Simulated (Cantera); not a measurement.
What does this Cantera script print?

```python
import numpy as np
import cantera as ct

gas_names = """
    B BH BH2 BH3 BN B2 H H2 N NH NH2 NH3 N2 N2H2 N2H4
""".split()
cond_names = """
    B(b) B(L) BN(s)
""".split()


# ... load() reads the species with a 1 bar reference pressure and builds the phases ...
atoms = {
    'BN': {'B': 1, 'N': 1},
    'H2': {'H': 2},
}
top_T = {'BN(s)': 3200}  # K; cautious upper limits of use, not melting points


# ... equilibrate(T, P, feed) seeds the gas with the atoms and calls Mixture.equilibrate('TP', solver="vcs", rtol=1e-11, max_steps=5000) ...
results = []
feed = {'BN': 1, 'H2': 0.57}  # mol
T = 2898  # K
P = 10000  # Pa
mix = equilibrate(T, P, feed)
results.append((T, P, feed, dict(zip(mix.species_names, mix.species_moles))))
print(gas.report(threshold=0.0001))
for i in range(1, mix.n_phases):
    print(f"{mix.phase(i).name:16s} {mix.phase_moles(i):12.5e} mol")
```

Result:

```
       temperature   2898 K
          pressure   10000 Pa
           density   0.0052353 kg/m^3
  mean mol. weight   12.615 kg/kmol
   phase of matter   gas

                          1 kg             1 kmol
                     ---------------   ---------------
          enthalpy        1.1149e+07        1.4064e+08  J
   internal energy        9.2389e+06        1.1654e+08  J
           entropy             19698        2.4848e+05  J/K
    Gibbs function       -4.5936e+07       -5.7946e+08  J
 heat capacity c_p            2629.3             33168  J/K
 heat capacity c_v            1970.2             24853  J/K

                      mass frac. Y      mole frac. X     chem. pot. / RT
                     ---------------   ---------------   ---------------
                 B          0.019734          0.023028           -4.7302
                BH        0.00094408         0.0010077           -16.766
               BH2         0.0034425         0.0033858           -28.802
                BN         0.0019616         0.0009971           -20.459
                 H          0.017115           0.21419           -12.036
                H2          0.056231           0.35185           -24.072
                N2           0.90052            0.4055           -31.458
     [   +8 minor]        5.3823e-05        3.9437e-05

B(L)              9.64953e-01 mol
BN(s)             0.00000e+00 mol
```

Cantera equilibrium calculation (NASA polynomials, part measured and part estimated; ideal gas, pure solids and liquids). The tables' values for BH2 are old estimates; treat these amounts as uncertain.
